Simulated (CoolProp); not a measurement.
Vapour-liquid equilibrium of n-hexane (1) + ethylbenzene (2) at 0.0844 MPa; x and y are mole fractions of (1).

Values from CoolProp's multi-fluid Helmholtz-energy mixture model, Thol 2019 and Zhou 2012; pair parameters Bell 2016.

| x | bubble temperature, mixture model (°C) | bubble temperature, Raoult's law (°C) | y, mixture model | y, Raoult's law |
|---|---|---|---|---|
| 0.05 | 119.3 | 121.5 | 0.284 | 0.245 |
| 0.2 | 99.0 | 103.4 | ? | 0.636 |
| 0.35 | ? | 91.0 | 0.815 | 0.806 |
| 0.5 | 79.4 | 81.9 | 0.888 | 0.893 |
| 0.65 | ? | 74.9 | ? | 0.943 |
| 0.8 | 68.7 | 69.2 | ? | 0.974 |
| 0.95 | 64.4 | 64.4 | 0.992 | 0.995 |

Task: Complete the blanks.

Result: 
- 0.2, y, mixture model: 0.672
- 0.35, bubble temperature, mixture model (°C): 87.2
- 0.65, bubble temperature, mixture model (°C): 73.5
- 0.65, y, mixture model: 0.933
- 0.8, y, mixture model: 0.965

The largest gap from Raoult's law is -4.4 K in bubble temperature, at x = 0.2. No azeotrope shows between x = 0.05 and 0.95.

Pair parameters are fitted to limited data, so mixtures are less certain than the pure fluids.
